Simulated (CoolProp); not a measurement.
R141b along the isobar 3.03 MPa: fugacity coefficient from the reference equation and from simpler models built on Tc = 477.5 K, pc = 4.212 MPa, ω = 0.220; each cubic takes its own stable root.

The numbers come from the reference Helmholtz-energy equation of state, Lemmon 2006 in CoolProp. It is a short technical equation, of lower accuracy than the large ones.

```json
[
 {"T (K)": "308.4", "phase": "liquid", "reference": "0.04004"},
 {"T (K)": "332.4", "phase": "liquid", "reference": "0.08233"},
 {"T (K)": "356.3", "phase": "liquid", "reference": "0.1492"},
 {"T (K)": "380.3", "phase": "liquid", "reference": "0.2453"},
 {"T (K)": "404.2", "phase": "liquid", "reference": "0.3712"},
 {"T (K)": "428.2", "phase": "liquid", "reference": "0.5250"},
 {"T (K)": "452.1", "phase": "liquid", "reference": "0.6976"},
 {"T (K)": "476.1", "phase": "gas", "reference": "0.7646"},
 {"T (K)": "500", "phase": "gas", "reference": "0.8021"}
]
```

**Question.** How far does each simpler model (Redlich-Kwong, Peng-Robinson) lie from the reference over these 9 states: mean and median of the absolute difference, and the worst?

**Answer.** 
- Redlich-Kwong: mean 21.3 %, median 16.2 %, worst +58.7 % at 308.4 K and 3.03 MPa
- Peng-Robinson: mean 1.7 %, median 1.4 %, worst -3.2 % at 476.1 K and 3.03 MPa

At some of these states Redlich-Kwong gives the other phase, because its saturation line lies elsewhere.
